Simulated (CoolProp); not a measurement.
Properties of water along the isobar 0.127 MPa (Tc = 647.1 K, pc = 22.06 MPa, ω = 0.344).

Model: reference Helmholtz-energy equation of state, Wagner 2002, in CoolProp.

```tsv
T (K)	phase	Z	viscosity (µPa s)
500.6	gas	0.9948	17.3
513.1	gas	0.9953	17.8
525.5	gas	0.9957	18.3
537.9	gas	0.9961	18.9
550.3	gas	0.9964	19.4
562.7	gas	0.9967	19.9
575.1	gas	0.9970	20.4
587.5	gas	0.9972	20.9
599.9	gas	0.9974	21.4
612.3	gas	0.9976	21.9
624.7	gas	0.9978	22.4
637.2	gas	0.9980	23.0
649.6	gas	0.9981	23.5
662	gas	0.9982	24.0
```

Viscosity comes from a separate model (Huber 2009).
